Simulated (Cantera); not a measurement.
An isothermal, constant-pressure homogeneous reactor starts with 0.442 % CH₄, 98.2 % H₂, 1.08 % O₂, 0.324 % H₂O, equivalence ratio 46, at 2725 K and 10.00 Torr.

Model: GRI-Mech 3.0 (53 species, 325 reactions), integrated in Cantera. Radical loss at walls, strong at low pressure, is not modelled.

x: mole fraction; the columns are a selection and need not sum to one.

| t (s) | x CH₄ | x H₂ | x O₂ | x H₂O | x H | x CO₂ |
|---|---|---|---|---|---|---|
| 2.00e-6 | 0.00440 | 0.982 | 0.0108 | 0.00324 | 3.08e-5 | 4.52e-12 |
| 1.62e-5 | 0.00433 | 0.981 | 0.0107 | 0.00328 | 0.000357 | [?] |
| 0.000131 | 0.00399 | 0.975 | 0.00955 | 0.00558 | 0.00518 | [?] |
| 0.00106 | 0.00203 | 0.936 | 2.23e-6 | 0.0241 | 0.0354 | [?] |
| 0.00861 | 0.000176 | 0.911 | 1.63e-7 | 0.0215 | 0.0634 | [?] |
| 0.0697 | 3.83e-12 | 0.833 | 7.81e-7 | 0.0181 | 0.144 | [?] |
| 0.565 | <1e-12 | 0.604 | 7.80e-6 | 0.0135 | 0.376 | 1.18e-5 |
| 4.57 | <1e-12 | 0.569 | 9.86e-6 | 0.0127 | 0.411 | 1.15e-5 |
| 37.0 | <1e-12 | 0.569 | 9.86e-6 | 0.0127 | 0.411 | 1.15e-5 |
| 300 | <1e-12 | 0.569 | 9.86e-6 | 0.0127 | 0.411 | 1.15e-5 |

Complete the blanks.


- 1.62e-5, x CO₂: 1.81e-9
- 0.000131, x CO₂: 3.82e-7
- 0.00106, x CO₂: 2.84e-6
- 0.00861, x CO₂: 7.64e-6
- 0.0697, x CO₂: 1.31e-5
